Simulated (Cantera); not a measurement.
# Adiabatic ignition

An adiabatic, constant-pressure homogeneous reactor starts with 3.20 % CO, 2.24 % H2, 9.07 % O2, 85.2 % N2, 0.256 % CO2, at 1823 K and 0.681 atm.

Detailed kinetics in Cantera: GRI-Mech 3.0 (53 species, 325 reactions).

```csv
t (s),T (K),x CO,x H2,x O2,x H2O,x N2O
2.00e-6,1823,0.0320,0.0224,0.0907,1.24e-7,7.67e-12
8.89e-6,1823,0.0320,0.0224,0.0907,1.29e-5,8.08e-11
3.95e-5,1831,0.0277,0.00169,0.0719,0.0156,1.28e-7
0.000175,1909,0.0131,0.00167,0.0634,0.0148,2.56e-7
0.000780,2056,0.00778,0.00102,0.0640,0.0181,3.37e-7
0.00346,2172,0.00255,0.000302,0.0645,0.0210,4.37e-7
0.0154,2199,0.00100,0.000120,0.0645,0.0219,3.31e-7
0.0684,2198,0.000979,0.000118,0.0641,0.0219,3.29e-7
0.304,2191,0.000949,0.000115,0.0626,0.0220,3.32e-7
1.35,2186,0.000924,0.000112,0.0614,0.0220,3.39e-7
6.00,2186,0.000923,0.000112,0.0614,0.0220,3.39e-7
```
x: mole fraction; the columns are a selection and need not sum to one.

| Property | Value |
|---|---|
| time of steepest temperature rise | 34.9 µs |
| temperature at 6.00 s | 2186 K |
| equilibrium temperature | 2186 K |
| x(CO) at 6.00 s | 0.000923 (gas-phase equilibrium 0.000923) |
| x(H2) at 6.00 s | 0.000112 (gas-phase equilibrium 0.000112) |
| x(O2) at 6.00 s | 0.0614 (gas-phase equilibrium 0.0614) |
